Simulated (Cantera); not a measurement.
A Cantera script and what it prints.

```python
import numpy as np
import cantera as ct

gas_names = """
    C CH CH2 CH3 CH4 C2 C2H C2H2,acetylene C2H2,vinylidene C2H3,vinyl C2H4 C2H5 C2H6 C3 C3H3,propargyl
    C3H4,allene C3H4,propyne C3H4,cyclo- C3H5,allyl C3H6,propylene C3H6,cyclo- C3H7,n-propyl
    C3H7,i-propyl C3H8 C4 C4H2 C4H4,1,3-cyclo- C4H6,butadiene C4H6,2-butyne C4H6,cyclo- C4H8,1-butene
    C4H8,cis2-buten C4H8,tr2-butene C4H8,isobutene C4H8,cyclo- C4H9,n-butyl C4H9,i-butyl C4H9,s-butyl
    C4H9,t-butyl C4H10,isobutane C4H10,n-butane C5 C5H6,1,3cyclo- C5H8,cyclo- C5H10,1-pentene
    C5H10,cyclo- C5H11,pentyl C5H11,t-pentyl C5H12,n-pentane C5H12,i-pentane CH3C(CH3)2CH3 C6H2
    C6H5,phenyl C6H6 C6H10,cyclo- C6H12,1-hexene C6H12,cyclo- C6H13,n-hexyl C7H7,benzyl C7H8
    C7H14,1-heptene C7H15,n-heptyl C7H16,n-heptane C8H8,styrene C8H10,ethylbenz C8H16,1-octene
    C8H17,n-octyl C8H18,isooctane C8H18,n-octane C9H19,n-nonyl C10H8,naphthale C10H21,n-decyl
    C12H9,o-bipheny C12H10,bipheny H H2
""".split()
cond_names = """
    C(gr) C6H6(L) C7H8(L) C8H18(L),n-octa
""".split()


def load(file, names, dense=False):
    # The tables refer to 1 bar. Condensed volumes are neglected.
    table = {s.name: s for s in ct.Species.list_from_file(file)}
    out = []
    for n in names:
        d = dict(table[n].input_data)
        d["thermo"] = dict(d["thermo"], **{"reference-pressure": 1e5})
        if dense:
            d["equation-of-state"] = {"model": "constant-volume", "density": "1e6 g/cm^3"}
        out.append(ct.Species.from_dict(d))
    return out


gas = ct.Solution(thermo="ideal-gas", species=load("nasa_gas.yaml", gas_names))
cond = {s.name: ct.Solution(thermo="fixed-stoichiometry", species=[s], name=s.name)
        for s in load("nasa_condensed.yaml", cond_names, dense=True)}
atoms = {
    'C2H2': {'C': 2, 'H': 2},
    'H2': {'H': 2},
}
top_T = {'C(gr)': 4500}  # K; cautious upper limits of use, not melting points


def equilibrate(T, P, feed):
    n = {}
    for name, mol in feed.items():
        for a, k in atoms[name].items():
            n[a] = n.get(a, 0.0) + k * mol
    gas.TPX = T, P, n
    mass = sum(n.values()) * gas.mean_molecular_weight
    gas.equilibrate("TP")
    valid = [c for c in cond.values() if c.min_temp <= T <= top_T.get(c.name, c.max_temp)]
    mix = ct.Mixture([(gas, mass / gas.mean_molecular_weight)] + [(c, 0.0) for c in valid])
    mix.T, mix.P = T, P
    mix.equilibrate("TP", solver="vcs", rtol=1e-11, max_steps=5000)
    return mix


results = []
feed = {'C2H2': 1, 'H2': 1.7}  # mol
P = 20000  # Pa
for T in [1025, 1225, 1425, 1625, 1825, 2025, 2225, 2425, 2625]:
    mix = equilibrate(T, P, feed)
    results.append((T, P, feed, dict(zip(mix.species_names, mix.species_moles))))
    x = sorted(zip(gas.X, gas.species_names), reverse=True)
    print(f"T = {T:g} K  P = {P:g} Pa  gas = {mix.phase_moles(0):.4g} mol")
    print("   x: " + "  ".join(f"{s} {v:.3e}" for v, s in x if v > 1e-05))
    print("   condensed (mol): " + ("  ".join(f"{mix.phase(i).name} {mix.phase_moles(i):.4g}"
          for i in range(1, mix.n_phases) if mix.phase_moles(i) > 1e-12) or "none"))
```

Output:

```
T = 1025 K  P = 20000 Pa  gas = 2.662 mol
   x: H2 9.857e-01  CH4 1.428e-02
   condensed (mol): C(gr) 1.962
T = 1225 K  P = 20000 Pa  gas = 2.693 mol
   x: H2 9.974e-01  CH4 2.613e-03
   condensed (mol): C(gr) 1.993
T = 1425 K  P = 20000 Pa  gas = 2.698 mol
   x: H2 9.992e-01  CH4 7.524e-04  H 1.525e-05
   condensed (mol): C(gr) 1.998
T = 1625 K  P = 20000 Pa  gas = 2.699 mol
   x: H2 9.995e-01  CH4 2.938e-04  H 1.577e-04  C2H2,acetylene 3.554e-05
   condensed (mol): C(gr) 1.999
T = 1825 K  P = 20000 Pa  gas = 2.701 mol
   x: H2 9.987e-01  H 9.841e-04  C2H2,acetylene 2.145e-04  CH4 1.414e-04
   condensed (mol): C(gr) 1.998
T = 2025 K  P = 20000 Pa  gas = 2.706 mol
   x: H2 9.947e-01  H 4.292e-03  C2H2,acetylene 9.002e-04  CH4 7.867e-05
   condensed (mol): C(gr) 1.995
T = 2225 K  P = 20000 Pa  gas = 2.719 mol
   x: H2 9.827e-01  H 1.436e-02  C2H2,acetylene 2.883e-03  CH4 4.814e-05  CH3 1.341e-05
   condensed (mol): C(gr) 1.984
T = 2425 K  P = 20000 Pa  gas = 2.754 mol
   x: H2 9.534e-01  H 3.908e-02  C2H2,acetylene 7.444e-03  CH4 3.092e-05  C4H2 2.394e-05  CH3 2.318e-05  C2H 1.859e-05
   condensed (mol): C(gr) 1.958
T = 2625 K  P = 20000 Pa  gas = 2.827 mol
   x: H2 8.939e-01  H 8.976e-02  C2H2,acetylene 1.596e-02  C2H 1.480e-04  C4H2 1.182e-04  CH3 3.472e-05  CH4 1.981e-05  C2H2,vinylidene 1.860e-05  C3 1.579e-05
   condensed (mol): C(gr) 1.907
```

These are equilibrium values from Cantera (NASA tables, ideal gas, pure condensed phases), not measurements of a reactor.
